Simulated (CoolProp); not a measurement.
Model: reference Helmholtz-energy equation of state, Gao 2016, in CoolProp.

**Question.** Give the vapour pressure (MPa), vapour density (kg/m³), enthalpy of vaporisation (kJ/kg), liquid cp (kJ/(kg K)) of saturated sulfur dioxide at 296.1 K.

**Answer.** 
```csv
T (K),p (MPa),vapour density (kg/m³),enthalpy of vaporisation (kJ/kg),liquid cp (kJ/(kg K))
296.1,0.366,10.2,358,1.39
```
